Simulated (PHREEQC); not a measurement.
Dissolve 0.083 mol HF, 0.3 mol NH4HF2, 3e-05 mol H4SiO4 and 0.0071 mol H2SO4 per kg of water at 25 °C. Closed to the air; pH follows from the charge balance.

Model: ion-association model, phreeqc.dat, run in PHREEQC.

No solid was allowed to form.

**Question.** Estimate the pH, ionic strength, activity of water.

**Answer.** pH 2.74; ionic strength 0.303 mol/kgw; activity of water 0.986.

**Question.** In which forms is N present?

**Answer.** NH4+ 99 %, NH4SO4- 1.0 % of the N.

Species that the database lacks are ignored. SiF6-2 is the database's only silicon fluoride.
